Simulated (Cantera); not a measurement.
Charge: 1 mol Fe3O4, 2.6 mol CH4, 11 mol H2, at 2498.15 K.

Method: chemical equilibrium by Gibbs-energy minimisation in Cantera with the NASA 1993 tables (ideal gas, pure condensed phases). Candidate condensed phases: C, C6H6, C7H8, C8H18, Fe, Fe(CO)5, FeO, Fe(OH)2, Fe(OH)3, Fe2O3, Fe3O4, H2O; 114 gas species. Rates play no part.

Problem. Which condensed phases are stable at each of these points (P (Pa)): 10, 36, 130, 460, 1700, 6000, 22000, 77000, 280000, 1000000?

Solution. 
```csv
P (Pa),condensed phases,Fe condensed (%)
10,gas only,0.0
36,gas only,0.0
130,gas only,0.0
460,gas only,0.0
1700,gas only,0.0
6000,gas only,0.0
22000,gas only,0.0
77000,Fe(l),74.0
280000,Fe(l),93.1
1000000,Fe(l),98.1
```

From 10.0 Pa to 0.220 bar nothing is condensed. From 0.770 bar to 10.0 bar the condensed part is Fe(l).
